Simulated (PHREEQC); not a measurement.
A made-up water analysis in mg/L, 26 °C, pH 1.83, pe 9.5:

```csv
constituent,mg/L
Na,64.3
K,101
Ca,12.1
Mg,7.06
Cl,81.7
S(6) as SO4,1640
Si as SiO2,2.09
B,1.16
Cu(2),0.0876
Br,0.159
F,0.0799
```

Valence states are taken as typed.

Model: ion-association model, wateq4f.dat, run in PHREEQC.

This is a speciation only: nothing precipitates in the calculation.

Q: Order these S species by the share of S that they hold, largest first: SO4-2, HSO4-, CaSO4, KSO4-, MgSO4.

A: SO4-2 (52 %), HSO4- (46 %), MgSO4 (0.62 %), CaSO4 (0.54 %), KSO4- (0.47 %)

The pH is 1.83 and the ionic strength 0.0348 mol/kgw. SiF6-2 is the database's only silicon fluoride. Real BF4- forms and hydrolyses slowly; the run takes it at equilibrium.
